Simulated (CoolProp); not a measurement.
Properties of normal hydrogen along the isotherm -212.65 °C.

Model: reference Helmholtz-energy equation of state, Leachman 2009, in CoolProp.

| p (bar) | phase | Z | cv (kJ/(kg K)) | isothermal compressibility (1/MPa) | Prandtl number |
|---|---|---|---|---|---|
| 0.205 | gas | 0.9991 | 6.267 | 48.82 | 0.664 |
| 0.466 | gas | 0.9980 | 6.270 | 21.50 | 0.665 |
| 1.06 | gas | 0.9955 | 6.276 | 9.477 | 0.665 |
| 2.42 | gas | 0.9897 | 6.291 | 4.175 | 0.667 |
| 5.5 | gas | 0.9766 | 6.323 | 1.862 | 0.673 |
| 12.5 | gas | 0.9476 | 6.390 | 0.8424 | 0.697 |
| 28.5 | supercritical | 0.8911 | 6.522 | 0.3835 | 0.787 |
| 64.8 | supercritical | 0.8581 | 6.696 | 0.1413 | 0.953 |

Viscosity comes from a separate model (Muzny 2013). Thermal conductivity comes from a separate model (Assael 2011).
